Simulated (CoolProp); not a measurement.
Vapour-liquid equilibrium of R125 (1) + R115 (2) at 140 kPa; x and y are mole fractions of (1).

The numbers come from the multi-fluid Helmholtz-energy mixture model, Lemmon 2005 and Lemmon 2016; pair parameters Bell 2016 in CoolProp.

```tsv
x	bubble temperature, mixture model (°C)	bubble temperature, Raoult's law (°C)	y, mixture model	y, Raoult's law
0.05	-33.7	-32.3	0.122	0.074
0.125	-36.1	-33.2	0.257	0.178
0.2	-37.7	-34.1	0.356	0.275
0.275	-39.0	-34.9	0.433	0.365
0.35	-39.9	-35.6	0.496	0.450
0.425	-40.6	-36.4	0.550	0.529
0.5	-41.2	-37.1	0.599	0.603
0.575	-41.6	-37.8	0.646	0.672
0.65	-41.9	-38.5	0.693	0.738
0.725	-42.0	-39.1	0.742	0.800
0.8	-42.1	-39.7	0.796	0.858
0.875	-42.0	-40.3	0.859	0.914
0.95	-41.6	-40.9	0.937	0.966
```

The largest gap from Raoult's law is -4.3 K in bubble temperature, at x = 0.35. y crosses x between x = 0.725 and 0.8: the model has an azeotrope there.

Pair parameters are fitted to limited data, so mixtures are less certain than the pure fluids.
